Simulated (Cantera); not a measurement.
**Stirred combustor or abatement burner**

A perfectly stirred reactor is fed with 4.76 % CH3OH, 9.13 % O2, 86.1 % N2, equivalence ratio 0.78, at 10.0 bar; it is adiabatic with a 700 K inlet, and is followed from long to short residence time, starting on the burning branch (τ in s: 0.046, 0.021, 0.0096, 0.0044, 0.002, 0.00092, 0.00042, 0.00019, 8.8e-05, 4e-05).

Detailed kinetics in Cantera: GRI-Mech 3.0 (53 species, 325 reactions). GRI-Mech 3.0 was tuned for natural gas; its chemistry of methanol as a main component is partial and can be far from experiment.

```csv
τ (s),T (K),x CH3OH,x O2,x OH,x HCO,x CH2,x C2H6
0.046,1584,5.56e-6,0.0196,0.000154,1.16e-8,1.64e-10,<1e-12
0.021,1582,9.99e-6,0.0198,0.000183,2.54e-8,2.99e-10,<1e-12
0.0096,1578,1.80e-5,0.0200,0.000214,5.57e-8,5.70e-10,<1e-12
0.0044,1571,3.30e-5,0.0204,0.000241,1.22e-7,1.18e-9,2.48e-12
0.0020,1556,6.44e-5,0.0214,0.000249,2.72e-7,2.66e-9,1.17e-11
0.00092,700,0.0476,0.0913,<1e-12,<1e-12,<1e-12,<1e-12
0.00042,700,0.0476,0.0913,<1e-12,<1e-12,<1e-12,<1e-12
0.00019,700,0.0476,0.0913,<1e-12,<1e-12,<1e-12,<1e-12
8.8e-5,700,0.0476,0.0913,<1e-12,<1e-12,<1e-12,<1e-12
4.0e-5,700,0.0476,0.0913,<1e-12,<1e-12,<1e-12,<1e-12
```
x: mole fraction; the columns are a selection and need not sum to one.
